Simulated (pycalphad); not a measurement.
An equivalent pycalphad script:

```python
from pycalphad import Database, equilibrium, calculate, variables as v
import numpy as np
db = Database('COST507.tdb')
comps = ['AL', 'C', 'VA']
phases = ['AL4C3', 'FCC_A1', 'GRAPHITE', 'LIQUID']
eq = equilibrium(db, comps, phases, {v.X('C'): 0.408, v.T: np.arange(1850, 499, -50), v.P: 101325, v.N: 1}, output=['HM', 'SM'])
```

CALPHAD calculation (pycalphad, COST 507 light-alloy database (1999)), 1 atm. The database dates from 1999; later assessments differ in places, in temperatures and in the compounds included. Amounts are mole fractions of atoms. Kinetics are ignored, which matters at the lower temperatures.

Results at three of the temperatures:

```
T = 1850.00 K, P = 101325 Pa, N = 1 mol of atoms
G = -95834 J/mol, H = 9155 J/mol, S = 56.75 J/(mol K)  (SER reference)
chemical potentials (J/mol): Al -114488, C -68767
phase             fraction      x(Al)       x(C)
AL4C3               0.9514     0.5714     0.4286
LIQUID              0.0486     0.9946     0.0054
```

```
T = 1450.00 K, P = 101325 Pa, N = 1 mol of atoms
G = -74406 J/mol, H = -1661 J/mol, S = 50.17 J/(mol K)  (SER reference)
chemical potentials (J/mol): Al -78626, C -68283
phase             fraction      x(Al)       x(C)
AL4C3               0.9520     0.5714     0.4286
LIQUID              0.0480     0.9999    6.1e-05
```

```
T = 1350.00 K, P = 101325 Pa, N = 1 mol of atoms
G = -69482 J/mol, H = -4306 J/mol, S = 48.28 J/(mol K)  (SER reference)
chemical potentials (J/mol): Al -70195, C -68449
phase             fraction      x(Al)       x(C)
AL4C3               0.9520     0.5714     0.4286
LIQUID              0.0480     1.0000   1.32e-05
```

Changes of the phase set, refined by bisection:

```
T (K)    phases above    phases below
-----  --------------  --------------
933.4  AL4C3 + LIQUID  AL4C3 + FCC_A1
```

Database names, with the compositions (at.%) that they take in these runs: AL4C3: Al 57 C 43. FCC_A1 is fcc.
